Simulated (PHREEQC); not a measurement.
## Hard or scaling water: speciation

A solution holds 0.38 mmol/kgw CaSO4 and 4.5 mmol/kgw NaF, at 25 °C. Closed to the air; pH follows from the charge balance.

All values are PHREEQC results (ion-association model, phreeqc.dat), not measurements.

- pH = 7.41
- ionic strength = 0.00595 mol/kgw
- specific conductance = 535 µS/cm

| species | molality | activity | log γ |
|---|---|---|---|
| F- | 0.00449 | 0.00413 | -0.036 |
| Na+ | 0.00448 | 0.00414 | -0.035 |
| Ca+2 | 0.000368 | 0.000267 | -0.139 |
| SO4-2 | 0.000362 | 0.000262 | -0.140 |
| CaSO4 | 1.24e-5 | 1.24e-5 | 0.001 |
| NaF | 9.82e-6 | 9.83e-6 | 0.001 |
| NaSO4- | 5.88e-6 | 5.43e-6 | -0.035 |

This is a speciation only: nothing precipitates in the calculation. Saturation is exceeded, for instance for Fluorite; the values hold only as long as no solid forms.
